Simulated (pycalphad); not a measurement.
Source of the numbers: pycalphad with the COST 507 light-alloy database (1999); pressure 1 atm. These are 1990s assessments: newer ones move some temperatures and phases. Amounts are mole fractions of atoms.

Question: Give the equilibrium state of Al-1.176Si-0.2972Mg (wt.%) at 527 °C.

Answer: 
```
T = 800.00 K, P = 101325 Pa, N = 1 mol of atoms
G = -30279 J/mol, H = 14296 J/mol, S = 55.72 J/(mol K)  (SER reference)
chemical potentials (J/mol): Al -30261, Si -21475, Mg -65694
phase             fraction      x(Al)      x(Si)      x(Mg)
FCC_A1              0.9985     0.9869     0.0098     0.0033
DIAMOND_A4          0.0015   3.29e-07     1.0000       none
```

Question: Give the equilibrium state of Al-1.176Si-0.2972Mg (wt.%) at 652 °C.

Answer: 
```
T = 925.00 K, P = 101325 Pa, N = 1 mol of atoms
G = -37681 J/mol, H = 28673 J/mol, S = 71.73 J/(mol K)  (SER reference)
chemical potentials (J/mol): Al -37358, Si -50872, Mg -88822
phase             fraction      x(Al)      x(Si)      x(Mg)
LIQUID              0.9869     0.9852     0.0114     0.0033
FCC_A1              0.0131     0.9978     0.0012     0.0010
```

FCC_A1 is fcc; DIAMOND_A4 is diamond (Si). An entry "none" or "no" means that the model of the phase leaves that element out.
